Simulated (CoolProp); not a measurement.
Ammonia along the isotherm 308.6 K: Z from the reference equation and from simpler models built on Tc = 405.6 K, pc = 113.6 bar, ω = 0.256; each cubic takes its own stable root.

Model: reference Helmholtz-energy equation of state, Gao 2020, in CoolProp.

```json
[
 {"p (bar)": "18.9", "phase": "liquid", "reference": "0.02135", "van der Waals": "0.8962", "Soave-Redlich-Kwong": "0.02710"},
 {"p (bar)": "37.9", "phase": "liquid", "reference": "0.04267", "van der Waals": "0.08121", "Soave-Redlich-Kwong": "0.05409"},
 {"p (bar)": "56.8", "phase": "liquid", "reference": "0.06374", "van der Waals": "0.1204", "Soave-Redlich-Kwong": "0.08071"},
 {"p (bar)": "75.8", "phase": "liquid", "reference": "0.08478", "van der Waals": "0.1591", "Soave-Redlich-Kwong": "0.1073"},
 {"p (bar)": "94.7", "phase": "liquid", "reference": "0.1056", "van der Waals": "0.1969", "Soave-Redlich-Kwong": "0.1335"},
 {"p (bar)": "114", "phase": "liquid", "reference": "0.1267", "van der Waals": "0.2351", "Soave-Redlich-Kwong": "0.1600"},
 {"p (bar)": "133", "phase": "liquid", "reference": "0.1474", "van der Waals": "0.2722", "Soave-Redlich-Kwong": "0.1860"},
 {"p (bar)": "152", "phase": "liquid", "reference": "0.1679", "van der Waals": "0.3089", "Soave-Redlich-Kwong": "0.2118"},
 {"p (bar)": "170", "phase": "liquid", "reference": "0.1873", "van der Waals": "0.3434", "Soave-Redlich-Kwong": "0.2361"},
 {"p (bar)": "189", "phase": "liquid", "reference": "0.2077", "van der Waals": "0.3794", "Soave-Redlich-Kwong": "0.2615"},
 {"p (bar)": "208", "phase": "liquid", "reference": "0.2279", "van der Waals": "0.4151", "Soave-Redlich-Kwong": "0.2869"},
 {"p (bar)": "227", "phase": "liquid", "reference": "0.2481", "van der Waals": "0.4506", "Soave-Redlich-Kwong": "0.3121"},
 {"p (bar)": "246", "phase": "liquid", "reference": "0.2682", "van der Waals": "0.4858", "Soave-Redlich-Kwong": "0.3372"},
 {"p (bar)": "265", "phase": "liquid", "reference": "0.2881", "van der Waals": "0.5207", "Soave-Redlich-Kwong": "0.3621"},
 {"p (bar)": "284", "phase": "liquid", "reference": "0.3080", "van der Waals": "0.5554", "Soave-Redlich-Kwong": "0.3869"}
]
```

At some of these states van der Waals gives the other phase, because its saturation line lies elsewhere.
